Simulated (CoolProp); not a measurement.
A closed Brayton cycle with dry air: compressor inlet 332.15 K and 6.4 MPa, high pressure 18.7 MPa, turbine inlet 745 K, compressor efficiency 0.8, turbine efficiency 0.9, recuperator effectiveness 0 (on enthalpy, no pinch check). Each further row changes one setting.

The numbers come from the reference Helmholtz-energy equation of state, Lemmon 2000 in CoolProp. It is a pseudo-pure fit of the blend.

| case | thermal efficiency (%) | net work (kJ/kg) | compressor to turbine work | compressor exit (K) | turbine exit (K) |
|---|---|---|---|---|---|
| as stated | 11.0 | 32.0 | 0.83 | 481.5 | 575.7 |
| turbine inlet 695 K | 8.2 | [?] | [?] | 481.5 | 535.4 |
| compressor inlet 342.15 K | 9.8 | [?] | 0.86 | 495.7 | 575.7 |
| high pressure 15.9 MPa | 10.7 | 33.9 | 0.79 | [?] | 598.7 |
| recuperator effectiveness 0.5 | 13.3 | 32.0 | 0.83 | 481.5 | 575.7 |

Question: Some entries are withheld; supply them.

Answer: 
- turbine inlet 695 K, net work (kJ/kg): 19.3
- turbine inlet 695 K, compressor to turbine work: 0.89
- compressor inlet 342.15 K, net work (kJ/kg): 27.1
- high pressure 15.9 MPa, compressor exit (K): 455.9
